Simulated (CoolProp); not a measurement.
Vapour-liquid equilibrium of hydrogen chloride (1) + propane (2) at 272.1 K; x and y are mole fractions of (1).

Values from CoolProp's multi-fluid Helmholtz-energy mixture model, Thol 2018 and Lemmon 2009; pair parameters Bell 2016.

```
x      bubble pressure, mixture model (bar)  bubble pressure, Raoult's law (bar)  y, mixture model  y, Raoult's law
-----  ------------------------------------  -----------------------------------  ----------------  ---------------
0.05                                  6.490                                5.624             0.295            0.224
0.125                                     ?                                7.169             0.508            0.439
0.2                                   11.43                                8.713                 ?            0.578
0.275                                 13.45                                10.26             0.686            0.675
0.35                                  15.19                                11.80             0.733            0.747
0.425                                 16.69                                13.35             0.768            0.802
0.5                                   18.02                                14.89             0.797            0.846
0.575                                     ?                                16.44             0.823            0.881
0.65                                  20.34                                17.98             0.848            0.911
0.725                                 21.42                                19.53             0.873            0.935
0.8                                   22.48                                21.07             0.901            0.956
0.875                                 23.52                                22.62             0.932            0.975
0.95                                  24.54                                24.16                 ?            0.990
```

Q: Some entries are withheld; supply them.

A: 
- 0.125, bubble pressure, mixture model (bar): 9.112
- 0.2, y, mixture model: 0.618
- 0.575, bubble pressure, mixture model (bar): 19.22
- 0.95, y, mixture model: 0.970

The largest gap from Raoult's law is +31.2 % in bubble pressure, at x = 0.2. No azeotrope shows between x = 0.05 and 0.95.

The pair parameters rest on a limited set of measurements; away from them the model extrapolates.
